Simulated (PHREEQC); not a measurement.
A column of 1 m (30 cells, dispersivity 0.035 m, 60 s a shift, diffusion coefficient 3e-10 m²/s) holds 0.0081 eq of the database's cation exchanger X per kg of pore water, first in equilibrium with 4 mmol/kgw MnCl2 and 0.01 mmol/kgw HCl. It is flushed with 0.0081 mol/kgw CdCl2 and 1e-05 mol/kgw HCl, at 40 °C. Values are for the last cell. CO2 from the air is kept out. Nothing may precipitate in this run.

The series has 31 steps of pore volumes, from 0 to 4.017.

Computed with PHREEQC (ion-association model, phreeqc.dat).

Q: After how many pore volumes does Cd at the outlet first reach half of its feed value?

A: By 1.5 pore volumes.

Away from 25 °C the constants follow the database's enthalpies or fits; those with neither stay at their 25 °C values.
